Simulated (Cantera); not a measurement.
Feed: 1 mol TiO₂, a varied amount of H₂, 0.22 mol H₂O, equilibrated at 1723.15 K and 7.50 Torr.

These are equilibrium values from Cantera (NASA tables, ideal gas, pure condensed phases), not measurements of a reactor. Candidate condensed phases: H₂O, Ti, TiO, TiO₂, Ti₂O₃, Ti₃O₅, Ti₄O₇; 12 gas species. Kinetics and transport are ignored.

Q: At 1400 mol H₂, list the 3 most abundant gas species with their mole fractions, and the condensed phases.

A: H₂ 0.998, H 0.00182, H₂O 0.000514. Condensed: Ti₂O₃(s).
